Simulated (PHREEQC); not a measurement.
Consider water at 25 °C with 0.13 mol HCl, 0.16 mol Al2(SO4)3 and 0.00088 mol Fe2(SO4)3 per kg of water. Closed to the air; pH follows from the charge balance.

Model: ion-association model, phreeqc.dat, run in PHREEQC.

Each row changes one thing in this solution. No solid was allowed to form.

```csv
case,pH,ionic strength (mol/kgw),HSO4- (mol/kgw),SO4-2 (mol/kgw)
as made,1.35,0.585,0.0688,0.0605
temperature from 25 to 85 °C,1.68,0.567,0.0996,0.0453
diluted 100-fold with water,2.98,0.0114,0.000169,0.00230
Fe2(SO4)3 replaced by NaHSO4 at the same molality,1.34,0.585,0.0694,0.0603
temperature from 25 to 5 °C,1.29,0.613,0.0609,0.0690
HCl from 0.13 to 0.013 mol/kgw,2.44,0.432,0.00814,0.0768
Al2(SO4)3 left out,0.98,0.135,0.00192,0.000430
```

Some of these states are supersaturated (in Hematite (slow to form), Goethite (slow to form), for instance). Away from 25 °C the constants follow the database's enthalpies or fits; those with neither stay at their 25 °C values.
